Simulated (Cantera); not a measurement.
# Equilibrium for silicon oxide and oxynitride deposition: SiH₄ + H₂O + H₂

A closed system holds: 1 mol SiH₄, 0.38 mol H₂O, 0.55 mol H₂, equilibrated at 1225 K and 11.0 Pa.

These are equilibrium values from Cantera (NASA tables, ideal gas, pure condensed phases), not measurements of a reactor. Candidate condensed phases: H₂O, Si, SiO₂; 18 gas species. Mutual solubility and eutectic melting of coexisting phases are not modelled. The tables hold silica as quartz up to 1696 K and as liquid above; real silica turns to tridymite and cristobalite and melts near 1996 K. Equilibrium is a limit: real reactors are often held back by kinetics, nucleation or transport.

```json
{
 "x(H₂)": "0.990",
 "x(SiO)": "0.00987",
 "x(H)": "2.96e-5",
 "n(Si(s))": "0.795 mol",
 "n(SiO₂(β-quartz))": "0.175 mol",
 "gas_amount": "2.959 mol"
}
```
